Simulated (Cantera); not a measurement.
Feed: 1 mol Si2H6, 380 mol H2, at 1175 K and 0.00260 bar.

Method: chemical equilibrium by Gibbs-energy minimisation in Cantera with the NASA 1993 tables (ideal gas, pure condensed phases). Candidate condensed phases: Si; 9 gas species. The feed counts by its element totals alone. Equilibrium is a limit: real reactors are often held back by kinetics, nucleation or transport.

Base state: H2 1.000 (mole fractions); condensed: Si(s).

Task: What changes in the equilibrium state with this change: Si2H6 replaced by Si2Cl6?

Result: 
```
species     before     after
----------  ------  --------
H2           1.000     0.985
HCl              0    0.0146
SiCl2            0  0.000494
SiCl3            0   1.37e-5
Si(s), mol    2.00      1.80
```
The tables' values for SiCl3 are old estimates; treat these amounts as uncertain.
